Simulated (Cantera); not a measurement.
## Thermodynamics of silicon epitaxy and polysilicon growth, feed SiHCl₃ + Cl₂ + H₂

A closed system holds: 1 mol SiHCl₃, a varied amount of Cl₂, 70 mol H₂, at 3100 Pa.

Method: chemical equilibrium by Gibbs-energy minimisation in Cantera with the NASA 1993 tables (ideal gas, pure condensed phases). Candidate condensed phases: Si; 19 gas species. The tables' values for SiCl₃ are old estimates. Equilibrium is a limit: real reactors are often held back by kinetics, nucleation or transport.

Task: Map the stable condensed phases over T = 600, 675, 750, 825, 900, 975, 1050, 1125, 1200, 1275, 1350 °C and n(Cl₂) in mol = 0.12, 0.18, 0.25, 0.32, 0.38, 0.45, 0.52, 0.58, 0.65, 0.72, 0.78.

Result: 
```
T in °C \ n(Cl₂) in mol
         0.12 0.18 0.25 0.32 0.38 0.45 0.52 0.58 0.65 0.72 0.78
   1350     A    A    A    A    A    A    A    A    A    A    A
   1275     A    A    A    A    A    A    A    A    A    A    A
   1200     A    A    A    A    A    A    A    A    A    A    A
   1125     A    A    A    A    A    A    A    A    A    A    A
   1050     A    A    A    A    A    A    A    A    A    A    A
    975     A    A    A    A    A    A    A    A    A    A    A
    900     A    A    A    A    A    A    A    A    A    A    A
    825     A    A    A    A    A    A    A    A    A    A    A
    750     A    A    A    A    A    A    A    A    A    A    A
    675     A    A    A    A    A    A    A    A    A    B    B
    600     A    A    A    A    A    A    B    B    B    B    B
```
A: Si; B: gas only.
